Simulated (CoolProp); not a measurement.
Vapour-liquid equilibrium of diethyl ether (1) + acetone (2) at 417.7 K; x and y are mole fractions of (1).

Computed with CoolProp (multi-fluid Helmholtz-energy mixture model, Thol 2014 and Lemmon 2006; pair parameters Bell 2016).

| x | bubble pressure (bar) | y at the bubble point | dew pressure at overall composition x (bar) | liquid density (mol/L) |
|---|---|---|---|---|
| 0.05 | 10.76 | (withheld) | 10.55 | 10.57 |
| 0.15 | 11.75 | 0.230 | 11.19 | 10.09 |
| 0.25 | (withheld) | 0.353 | 11.89 | 9.631 |
| 0.35 | 13.54 | 0.457 | (withheld) | 9.202 |
| 0.45 | 14.28 | 0.548 | 13.48 | 8.799 |
| 0.55 | 14.92 | 0.629 | 14.30 | 8.425 |
| 0.65 | 15.45 | 0.706 | 15.07 | 8.080 |
| 0.75 | 15.85 | 0.781 | 15.70 | 7.769 |
| 0.85 | 16.11 | 0.861 | 16.09 | 7.493 |
| 0.95 | 16.21 | 0.950 | 16.21 | 7.255 |

Problem. Some entries are withheld; supply them.

Solution. 
- 0.05, y at the bubble point: 0.084
- 0.25, bubble pressure (bar): 12.69
- 0.35, dew pressure at overall composition x (bar): 12.66

y crosses x between x = 0.85 and 0.95: the model has an azeotrope there.

Pair parameters are fitted to limited data, so mixtures are less certain than the pure fluids.
